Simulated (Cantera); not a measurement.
A closed system holds: 1 mol BN, 17 mol O2, 3.6 mol N2, equilibrated at 10000 Pa.

Equilibrium computed with Cantera from the NASA thermochemical tables; the gas is ideal and each condensed phase is pure. Candidate condensed phases: B, BN, B2O3; 17 gas species. The numbers say what is thermodynamically allowed, not how fast it happens.

Q: At 1473 K, list the 5 most abundant gas species with their mole fractions, and the condensed phases.

A: O2 0.798, N2 0.201, NO 0.00105, B2O3 0.000124, BO2 3.59e-5. Condensed: B2O3(l).
